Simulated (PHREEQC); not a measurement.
Solution (25 °C): 31 mmol/kgw FeCl3, 0.39 mmol/kgw NaHCO3 and 0.14 mmol/kgw NaCl. Closed to the air; pH follows from the charge balance.

Equilibrium calculation in PHREEQC: ion-association model, phreeqc.dat.

| Property | Result |
|---|---|
| pH | 2.06 |
| ionic strength | 0.148 mol/kgw |
| total alkalinity | -61.6 meq/kg |

```tsv
species	molality	activity	log γ
Cl-	0.0823	0.0607	-0.132
H+	0.0106	0.00862	-0.092
Fe+3	0.0106	0.00158	-0.826
FeCl+2	0.00876	0.00290	-0.481
FeOH+2	0.00357	0.00118	-0.481
Fe2(OH)2+4	0.00300	3.75e-5	-1.904
FeCl2+	0.00104	0.000785	-0.120
Na+	0.000530	0.000405	-0.117
CO2	0.000390	0.000403	0.015
Fe3(OH)4+5	0.000334	3.54e-7	-2.975
Fe(OH)2+	5.92e-5	4.53e-5	-0.117
FeCl3	4.61e-6	4.77e-6	0.015
```

This is a speciation only: nothing precipitates in the calculation. The solution is supersaturated, for example in Hematite (slow to form), Goethite (slow to form), so a real one may precipitate; this is no full list.
